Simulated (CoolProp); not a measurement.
Vapour-liquid equilibrium of n-octane (1) + o-xylene (2) at 0.00176 MPa; x and y are mole fractions of (1).

The numbers come from the multi-fluid Helmholtz-energy mixture model, Beckmüller 2019 and Zhou 2012; pair parameters Bell 2016 in CoolProp.

```json
[
 {"x": "0.05", "bubble temperature, mixture model (K)": "309.0", "bubble temperature, Raoult's law (K)": "309.2", "y, mixture model": "0.107", "y, Raoult's law": "0.097"},
 {"x": "0.2", "bubble temperature, mixture model (K)": "306.1", "bubble temperature, Raoult's law (K)": "306.7", "y, mixture model": "0.356", "y, Raoult's law": "0.339"},
 {"x": "0.35", "bubble temperature, mixture model (K)": "303.8", "bubble temperature, Raoult's law (K)": "304.4", "y, mixture model": "0.534", "y, Raoult's law": "0.526"},
 {"x": "0.5", "bubble temperature, mixture model (K)": "301.9", "bubble temperature, Raoult's law (K)": "302.4", "y, mixture model": "0.673", "y, Raoult's law": "0.674"},
 {"x": "0.65", "bubble temperature, mixture model (K)": "300.2", "bubble temperature, Raoult's law (K)": "300.6", "y, mixture model": "0.787", "y, Raoult's law": "0.794"},
 {"x": "0.8", "bubble temperature, mixture model (K)": "298.8", "bubble temperature, Raoult's law (K)": "299.0", "y, mixture model": "0.885", "y, Raoult's law": "0.893"},
 {"x": "0.95", "bubble temperature, mixture model (K)": "297.5", "bubble temperature, Raoult's law (K)": "297.5", "y, mixture model": "0.973", "y, Raoult's law": "0.975"}
]
```

The largest gap from Raoult's law is -0.6 K in bubble temperature, at x = 0.35. No azeotrope shows between x = 0.05 and 0.95.

The pair parameters rest on a limited set of measurements; away from them the model extrapolates.
